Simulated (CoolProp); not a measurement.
n-perfluorohexane at several states: Z from the reference equation and from simpler models built on Tc = 448.0 K, pc = 1742 kPa, ω = 0.497; each cubic takes its own stable root.

The numbers come from the reference Helmholtz-energy equation of state, Gao 2022 in CoolProp.

```json
[
 {"T (K)": "339.2", "p (kPa)": "863", "phase": "liquid", "reference": "0.06653"},
 {"T (K)": "315", "p (kPa)": "994", "phase": "liquid", "reference": "0.07866"},
 {"T (K)": "323.3", "p (kPa)": "12", "phase": "gas", "reference": "0.9925"},
 {"T (K)": "323.3", "p (kPa)": "213", "phase": "liquid", "reference": "0.01673"}
]
```

Task: How far does each simpler model (Redlich-Kwong, Soave-Redlich-Kwong, Peng-Robinson) lie from the reference over these 4 states: mean and median of the absolute difference, and the worst?

Result: 
- Redlich-Kwong: mean 18.7 %, median 24.5 %, worst +25.6 % at 339.2 K and 863 kPa
- Soave-Redlich-Kwong: mean 11.6 %, median 15.3 %, worst +15.9 % at 339.2 K and 863 kPa
- Peng-Robinson: mean 1.6 %, median 2.0 %, worst +2.4 % at 339.2 K and 863 kPa
